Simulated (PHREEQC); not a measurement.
Make-up at 80 °C: 0.071 mol NaHSO4 and 0.021 mol NaF per kg of water. Closed to the air; pH follows from the charge balance.

Equilibrium calculation in PHREEQC: ion-association model, phreeqc.dat.

The ionic strength comes out as 0.125 mol/kgw. What activity coefficients do HSO4-, SO4-2, Na+, HF2-, NaSO4- get?

HSO4- 0.74, SO4-2 0.31, Na+ 0.75, HF2- 0.74, NaSO4- 0.75.

Precipitation was switched off in this run. At this temperature some constants are extrapolated from 25 °C, and those without enthalpy data are left unchanged.
